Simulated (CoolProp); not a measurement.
Vapour-liquid equilibrium of n-hexane (1) + ethanol (2) at 302 kPa; x and y are mole fractions of (1).

Computed with CoolProp (multi-fluid Helmholtz-energy mixture model, Thol 2019 and Schroeder 2014; pair parameters Bell 2016).

**Question.** Give the bubble temperature and the first vapour's composition at x = 0.725, 0.8, 0.875. Is there an azeotrope?

**Answer.** x = 0.725: 366.9 K, y = 0.601; x = 0.8: 367.7 K, y = 0.631; x = 0.875: 369.7 K, y = 0.691. y crosses x between x = 0.5 and 0.575: the model has an azeotrope there.

Pair parameters are fitted to limited data, so mixtures are less certain than the pure fluids.
